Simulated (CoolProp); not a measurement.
Ethanol along the isotherm 346.85 °C: Z from the reference equation and from simpler models built on Tc = 241.6 °C, pc = 62.68 bar, ω = 0.644; each cubic takes its own stable root.

Computed with CoolProp (reference Helmholtz-energy equation of state, Schroeder 2014).

```json
[
 {"p (bar)": "11.2", "phase": "gas", "reference": "0.9781", "van der Waals": "0.9658", "Redlich-Kwong": "0.9644", "Soave-Redlich-Kwong": "0.9738"},
 {"p (bar)": "22.4", "phase": "gas", "reference": "0.9555", "van der Waals": "0.9298", "Redlich-Kwong": "0.9279", "Soave-Redlich-Kwong": "0.9476"},
 {"p (bar)": "33.6", "phase": "gas", "reference": "0.9322", "van der Waals": "0.8917", "Redlich-Kwong": "0.8904", "Soave-Redlich-Kwong": "0.9216"},
 {"p (bar)": "44.8", "phase": "gas", "reference": "0.9080", "van der Waals": "0.8513", "Redlich-Kwong": "0.8518", "Soave-Redlich-Kwong": "0.8959"},
 {"p (bar)": "56", "phase": "gas", "reference": "0.8826", "van der Waals": "0.8082", "Redlich-Kwong": "0.8123", "Soave-Redlich-Kwong": "0.8708"},
 {"p (bar)": "67.2", "phase": "supercritical", "reference": "0.8558", "van der Waals": "0.7618", "Redlich-Kwong": "0.7720", "Soave-Redlich-Kwong": "0.8464"},
 {"p (bar)": "78.3", "phase": "supercritical", "reference": "0.8277", "van der Waals": "0.7127", "Redlich-Kwong": "0.7319", "Soave-Redlich-Kwong": "0.8234"},
 {"p (bar)": "89.5", "phase": "supercritical", "reference": "0.7978", "van der Waals": "0.6608", "Redlich-Kwong": "0.6919", "Soave-Redlich-Kwong": "0.8018"},
 {"p (bar)": "101", "phase": "supercritical", "reference": "0.7654", "van der Waals": "0.6093", "Redlich-Kwong": "0.6533", "Soave-Redlich-Kwong": "0.7816"},
 {"p (bar)": "112", "phase": "supercritical", "reference": "0.7334", "van der Waals": "0.5711", "Redlich-Kwong": "0.6210", "Soave-Redlich-Kwong": "0.7646"},
 {"p (bar)": "123", "phase": "supercritical", "reference": "0.7012", "van der Waals": "0.5507", "Redlich-Kwong": "0.5956", "Soave-Redlich-Kwong": "0.7504"},
 {"p (bar)": "134", "phase": "supercritical", "reference": "0.6701", "van der Waals": "0.5460", "Redlich-Kwong": "0.5783", "Soave-Redlich-Kwong": "0.7392"},
 {"p (bar)": "146", "phase": "supercritical", "reference": "0.6395", "van der Waals": "0.5521", "Redlich-Kwong": "0.5683", "Soave-Redlich-Kwong": "0.7305"},
 {"p (bar)": "157", "phase": "supercritical", "reference": "0.6161", "van der Waals": "0.5637", "Redlich-Kwong": "0.5658", "Soave-Redlich-Kwong": "0.7257"}
]
```
